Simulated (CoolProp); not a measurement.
A single-stage vapour-compression cycle with R134a: evaporating at 221.15 K (dew point), condensing at 279.15 K (bubble point), superheat 8 K, subcooling 2 K, compressor efficiency 0.75, no pressure losses. Each further row changes one setting.

Values from CoolProp's reference Helmholtz-energy equation of state, Tillner-Roth 1994.

```tsv
case	cooling COP	pressure ratio	discharge temperature (K)	refrigerating effect (kJ/kg)	volumetric capacity (kJ/m³)
as stated	2.27	13.8	326.6	167	237
evaporating temperature 226.15 K	2.60	10.3	321.4	170	317
condensing temperature 274.15 K	2.55	11.6	319.7	173	247
subcooling 7 K	2.36	13.8	326.6	173	247
superheat 18 K	2.27	13.8	337.9	174	237
compressor efficiency 0.65	1.97	13.8	338.7	167	237
```
